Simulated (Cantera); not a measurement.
Source: NASA polynomial tables (part measured, part estimated), evaluated in Cantera. Values are per mole of reaction as written; species without (g) are pure solids or liquids, kept so even where they would boil at 1 bar.

2 Ti + O₂(g) ⇌ 2 TiO(g)

| T (K) | ΔH° (kJ) | ΔS° (J/K) | ΔG° (kJ) | log10 K |
|---|---|---|---|---|
| 300 | 108.8 | 200.3 | 48.7 | -8.48 |
| 650 | 103.3 | 188.3 | -19.1 | 1.53 |
| 700 | ? | ? | ? | ? |
| 750 | ? | ? | ? | ? |
| 800 | 100.5 | 184.5 | -47.0 | 3.07 |
| 850 | 99.5 | 183.3 | -56.2 | 3.46 |
| 900 | ? | ? | ? | ? |
| 950 | 97.3 | 180.8 | -74.4 | 4.09 |
| 1000 | 96.1 | 179.6 | -83.5 | 4.36 |
| 1050 | 94.8 | 178.3 | -92.4 | 4.60 |
| 1100 | ? | ? | ? | ? |

Q: What belongs in the gaps?

A: 
- 700, ΔH° (kJ): 102.4
- 700, ΔS° (J/K): 187.0
- 700, ΔG° (kJ): -28.5
- 700, log10 K: 2.12
- 750, ΔH° (kJ): 101.5
- 750, ΔS° (J/K): 185.7
- 750, ΔG° (kJ): -37.8
- 750, log10 K: 2.63
- 900, ΔH° (kJ): 98.4
- 900, ΔS° (J/K): 182.0
- 900, ΔG° (kJ): -65.4
- 900, log10 K: 3.79
- 1100, ΔH° (kJ): 93.1
- 1100, ΔS° (J/K): 176.7
- 1100, ΔG° (kJ): -101.3
- 1100, log10 K: 4.81
